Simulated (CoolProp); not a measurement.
A single-stage vapour-compression cycle with hydrogen sulfide: evaporating at 215.15 K (dew point), condensing at 248.15 K (bubble point), superheat 10 K, subcooling 8 K, compressor efficiency 0.6, no pressure losses. Each further row changes one setting.

Model: reference Helmholtz-energy equation of state, Lemmon 2006, in CoolProp. It is a short technical equation, of lower accuracy than the large ones.

```tsv
case	cooling COP	pressure ratio	discharge temperature (K)	refrigerating effect (kJ/kg)	volumetric capacity (kJ/m³)
as stated	___	4.03	374.4	504	1070
evaporating temperature 220.15 K	4.19	___	___	508	1340
condensing temperature 243.15 K	___	3.35	___	514	1090
subcooling 13 K	___	4.03	374.4	514	1090
superheat 20 K	___	4.03	390.7	514	1040
compressor efficiency 0.5	___	4.03	402.4	504	1070
```

Task: What belongs in the gaps?

Result: 
- as stated, cooling COP: 3.39
- evaporating temperature 220.15 K, pressure ratio: 3.17
- evaporating temperature 220.15 K, discharge temperature (K): 352.4
- condensing temperature 243.15 K, cooling COP: 4.08
- condensing temperature 243.15 K, discharge temperature (K): 352.0
- subcooling 13 K, cooling COP: 3.46
- superheat 20 K, cooling COP: 3.30
- compressor efficiency 0.5, cooling COP: 2.82
